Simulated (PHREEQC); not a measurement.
Dissolve 160 mmol/kgw FeCl3, 140 mmol/kgw CaCl2 and 3.3 mmol/kgw NaF at 25 °C. Closed to the air; pH follows from the charge balance.

Computed with PHREEQC (ion-association model, phreeqc.dat).

Each row changes one thing in this solution. No solid was allowed to form.

| case | pH | ionic strength (mol/kgw) | Cl- (mol/kgw) | FeCl+2 (mol/kgw) | FeCl2+ (mol/kgw) | Fe+3 (mol/kgw) | SI of Goethite (FeOOH) | SI of Hematite (Fe2O3) |
|---|---|---|---|---|---|---|---|---|
| as made | 2.09 | 0.902 | 0.593 | 0.0874 | 0.0385 | 0.0194 | +4.41 | +10.83 |
| temperature from 25 to 35 °C | 2.03 | 0.909 | (withheld) | 0.0970 | 0.0308 | 0.0160 | +4.47 | +11.00 |
| NaF left out | 2.08 | 0.899 | 0.590 | 0.0893 | 0.0392 | 0.0199 | +4.40 | +10.81 |
| CaCl2 from 0.14 to 0.014 mol/kgw | 1.89 | 0.595 | 0.369 | 0.0843 | 0.0267 | 0.0287 | +4.03 | +10.08 |
| NaF from 0.0033 to 0.00363 mol/kgw | 2.09 | 0.902 | 0.594 | 0.0872 | 0.0384 | 0.0194 | +4.41 | +10.83 |
| temperature from 25 to 80 °C | (withheld) | 0.930 | (withheld) | 0.119 | 0.0103 | 0.00665 | +4.66 | +11.54 |
| CaCl2 replaced by Ca(NO3)2 at the same molality | 1.98 | (withheld) | 0.348 | 0.0874 | 0.0219 | 0.0333 | +4.29 | +10.60 |
| CaCl2 left out | 1.86 | 0.564 | 0.345 | 0.0834 | 0.0253 | 0.0302 | +3.99 | +10.00 |

Task: Complete the blanks.

Result: 
- temperature from 25 to 35 °C, Cl- (mol/kgw): 0.600
- temperature from 25 to 80 °C, pH: 1.82
- temperature from 25 to 80 °C, Cl- (mol/kgw): 0.620
- CaCl2 replaced by Ca(NO3)2 at the same molality, ionic strength (mol/kgw): 0.984

The ionic strength passes 0.7 mol/kgw, the rough limit of the ion-association models, in as made; temperature from 25 to 35 °C; NaF left out; NaF from 0.0033 to 0.00363 mol/kgw; temperature from 25 to 80 °C; CaCl2 replaced by Ca(NO3)2 at the same molality. Some of these states are supersaturated (in Hematite (slow to form), Goethite (slow to form), for instance). Constants without temperature data keep their 25 °C values here. Fluoro complexes past AlF4- and FeF3 are missing from the database.
